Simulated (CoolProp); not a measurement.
Vapour-liquid equilibrium of toluene (1) + m-xylene (2) at 282.3 K; x and y are mole fractions of (1).

Model: multi-fluid Helmholtz-energy mixture model, Lemmon 2006 and Zhou 2012; pair parameters Bell 2016, in CoolProp.

```csv
x,"bubble pressure, mixture model (bar)","bubble pressure, Raoult's law (bar)","y, mixture model","y, Raoult's law"
0.05,0.004849,0.004781,0.178,0.166
0.15,0.006192,0.005947,0.425,0.400
0.25,0.007538,0.007112,0.583,0.557
0.35,0.008843,0.008278,0.691,0.670
0.45,0.01008,0.009443,0.768,0.755
0.55,0.01124,0.01061,0.827,0.822
0.65,0.01232,0.01177,0.873,0.875
0.75,0.01335,0.01294,0.913,0.919
0.85,0.01435,0.01411,0.948,0.955
0.95,0.01535,0.01527,0.983,0.986
```

The largest gap from Raoult's law is +6.8 % in bubble pressure, at x = 0.35. No azeotrope shows between x = 0.05 and 0.95.

Pair parameters are fitted to limited data, so mixtures are less certain than the pure fluids.
